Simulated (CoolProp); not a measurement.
A single-stage vapour-compression cycle with R407C: evaporating at 253.15 K (dew point), condensing at 301.15 K (bubble point), superheat 8 K, subcooling 2 K, compressor efficiency 0.8, no pressure losses. Each further row changes one setting.

Computed with CoolProp (reference Helmholtz-energy equation of state, Lemmon 2003). It is a pseudo-pure fit of the blend.

| case | cooling COP | pressure ratio | discharge temperature (K) | refrigerating effect (kJ/kg) | volumetric capacity (kJ/m³) |
|---|---|---|---|---|---|
| as stated | 2.91 | 6.01 | 343.3 | 168 | 1520 |
| evaporating temperature 258.15 K | 3.35 | 4.90 | 339.7 | 170 | 1870 |
| condensing temperature 296.15 K | 3.31 | 5.25 | 336.6 | 175 | 1590 |
| subcooling 7 K | 3.05 | 6.01 | 343.3 | 175 | 1590 |
| superheat 18 K | 2.92 | 6.01 | 354.1 | 176 | 1520 |
| compressor efficiency 0.7 | 2.55 | 6.01 | 351.2 | 168 | 1520 |
